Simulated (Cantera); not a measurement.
An isothermal, constant-pressure homogeneous reactor starts with 7.14 % NH3, 92.9 % N2, at 2398 K and 65.3 Torr.

Detailed kinetics in Cantera: the gas-phase N/H chemistry of the illustrative SiF4/NH3 mechanism in the Surface Chemkin manual (1991). Walls and surfaces, which speed up NH3 decomposition in real reactors, are not modelled.

x: mole fraction; the columns are a selection and need not sum to one.

```tsv
t (s)	x NH3	x N2H2	x NH2	x N	x N2	x N2H4	x NH
0.000200	0.0704	3.57e-7	0.000894	1.74e-7	0.928	2.22e-9	1.20e-5
0.000597	0.0682	1.96e-6	0.00179	1.19e-6	0.927	8.92e-9	3.99e-5
0.00178	0.0614	2.07e-6	0.00149	4.74e-6	0.924	6.17e-9	5.94e-5
0.00532	0.0450	1.31e-6	0.000952	9.83e-6	0.918	2.52e-9	6.52e-5
0.0159	0.0185	4.50e-7	0.000444	1.25e-5	0.907	5.48e-10	5.17e-5
0.0474	0.00152	2.59e-8	7.19e-5	1.05e-5	0.900	1.44e-11	1.97e-5
0.141	4.83e-6	1.60e-11	9.17e-7	2.27e-6	0.897	<1e-12	1.05e-6
0.422	(withheld)	<1e-12	(withheld)	(withheld)	0.894	<1e-12	(withheld)
1.26	2.65e-8	<1e-12	1.53e-8	3.49e-7	0.893	<1e-12	5.30e-8
3.76	2.64e-8	<1e-12	1.52e-8	3.48e-7	0.893	<1e-12	5.28e-8
11.2	2.64e-8	<1e-12	1.52e-8	3.48e-7	0.893	<1e-12	5.28e-8
33.5	2.64e-8	<1e-12	1.52e-8	3.48e-7	0.893	<1e-12	5.28e-8
100	2.64e-8	<1e-12	1.52e-8	3.48e-7	0.893	<1e-12	5.28e-8
```

Question: Fill in the missing entries.

Answer: 
- 0.422, x NH3: 6.74e-8
- 0.422, x NH2: 3.19e-8
- 0.422, x N: 4.96e-7
- 0.422, x NH: 9.14e-8
